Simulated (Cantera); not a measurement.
What does this Cantera script print?

```python
import numpy as np
import cantera as ct

gas_names = """
    CL CL2 H HCL H2 Si SiCL SiCL2 SiCL3 SiCL4 SiH SiHCL3 SiH2 SiH2CL2 SiH3 SiH3CL SiH4 Si2 Si3
""".split()
cond_names = """
    Si(cr) Si(L)
""".split()


# ... load() reads the species with a 1 bar reference pressure and builds the phases ...
atoms = {
    'SiHCl3': {'Si': 1, 'H': 1, 'CL': 3},
    'Cl2': {'CL': 2},
    'H2': {'H': 2},
}
top_T = {}  # K; cautious upper limits of use, not melting points


# ... equilibrate(T, P, feed) seeds the gas with the atoms and calls Mixture.equilibrate('TP', solver="vcs", rtol=1e-11, max_steps=5000) ...
results = []
feed = {'SiHCl3': 1, 'Cl2': 0.052, 'H2': 14}  # mol
P = 200  # Pa
for T in [800, 900, 1000, 1100, 1200, 1300, 1400]:
    mix = equilibrate(T, P, feed)
    results.append((T, P, feed, dict(zip(mix.species_names, mix.species_moles))))
    x = sorted(zip(gas.X, gas.species_names), reverse=True)
    print(f"T = {T:g} K  P = {P:g} Pa  gas = {mix.phase_moles(0):.4g} mol")
    print("   x: " + "  ".join(f"{s} {v:.3e}" for v, s in x if v > 0.0001))
    print("   condensed (mol): " + ("  ".join(f"{mix.phase(i).name} {mix.phase_moles(i):.4g}"
          for i in range(1, mix.n_phases) if mix.phase_moles(i) > 1e-12) or "none"))
```

Result:

```
T = 800 K  P = 200 Pa  gas = 15.27 mol
   x: H2 9.433e-01  SiCL4 4.408e-02  SiHCL3 6.997e-03  HCL 5.372e-03  SiCL3 1.116e-04
   condensed (mol): Si(cr) 0.2164
T = 900 K  P = 200 Pa  gas = 15.32 mol
   x: H2 9.345e-01  SiCL4 4.089e-02  HCL 1.720e-02  SiHCL3 6.312e-03  SiCL3 6.073e-04  SiCL2 4.299e-04
   condensed (mol): Si(cr) 0.2594
T = 1000 K  P = 200 Pa  gas = 15.45 mol
   x: H2 9.153e-01  HCL 4.143e-02  SiCL4 3.284e-02  SiHCL3 5.113e-03  SiCL2 3.187e-03  SiCL3 2.079e-03
   condensed (mol): Si(cr) 0.3309
T = 1100 K  P = 200 Pa  gas = 15.68 mol
   x: H2 8.850e-01  HCL 7.598e-02  SiCL4 1.832e-02  SiCL2 1.328e-02  SiCL3 4.181e-03  SiHCL3 3.148e-03
   condensed (mol): Si(cr) 0.3885
T = 1200 K  P = 200 Pa  gas = 15.92 mol
   x: H2 8.590e-01  HCL 1.022e-01  SiCL2 2.870e-02  SiCL4 4.954e-03  SiCL3 4.026e-03  SiHCL3 1.133e-03
   condensed (mol): Si(cr) 0.3815
T = 1300 K  P = 200 Pa  gas = 16.02 mol
   x: H2 8.506e-01  HCL 1.089e-01  SiCL2 3.721e-02  SiCL3 2.181e-03  SiCL4 7.586e-04  SiHCL3 2.699e-04
   condensed (mol): Si(cr) 0.3523
T = 1400 K  P = 200 Pa  gas = 16.04 mol
   x: H2 8.497e-01  HCL 1.082e-01  SiCL2 4.069e-02  SiCL3 1.063e-03  SiCL4 1.178e-04  H 1.003e-04
   condensed (mol): Si(cr) 0.3271
```

Equilibrium computed with Cantera from the NASA thermochemical tables; the gas is ideal and each condensed phase is pure. The tables' values for SiCl3 are old estimates; treat these amounts as uncertain.
